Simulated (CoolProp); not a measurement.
The fluid at 325.85 K and 0.236 MPa expands adiabatically to 0.0339 MPa with isentropic efficiency 0.7. The same conditions are run with several fluids, on thermodynamics alone (safety and materials aside).

Values from CoolProp's reference Helmholtz-energy equation of state of each fluid (neopentane: Lemmon 2006; R410A: Lemmon 2003; ethylene: Smukala 2000; CH3F (R41): Lemmon 2006; carbon monoxide: Lemmon 2006). Blends and air are pseudo-pure fits.

Problem. Rank neopentane, R410A, ethylene, CH3F (R41), carbon monoxide by work (kJ/kg), highest first.

Solution. ethylene (108), carbon monoxide (101), CH3F (R41) (86.5), neopentane (46.0), R410A (43.5)

```tsv
fluid	final temperature (K)	final density (kg/m³)
neopentane	295.5	1.01
R410A	269.0	1.11
ethylene	252.2	0.455
CH3F (R41)	243.6	0.573
carbon monoxide	228.6	0.500
```
